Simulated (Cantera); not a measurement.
A perfectly stirred reactor is fed with H2 : O2 : N2 = 1 : 0.455 : 1.71 (molar parts), equivalence ratio 1.1, at 110000 Pa; it is adiabatic with a 600 K inlet, and is followed from long to short residence time, starting on the burning branch (τ in s: 0.094, 0.035, 0.013, 0.0048, 0.0018, 0.00066, 0.00024, 9.1e-05, 3.4e-05).

Cantera simulation using the H2/O2 subset of GRI-Mech 3.0, which has no nitrogen chemistry; the numbers are that mechanism's predictions, not measurements.

One state of this run: T (K) = 2545; x H2 = 0.0426; x O2 = 0.00336; x H = 0.00673; x OH = 0.0107; x O = 0.00111. x: mole fraction; the columns are a selection and need not sum to one.

Question: Which value of τ (s) does it belong to?
A. 0.0018
B. 0.035
C. 0.00024
D. 3.4e-5

Answer: B, 0.035
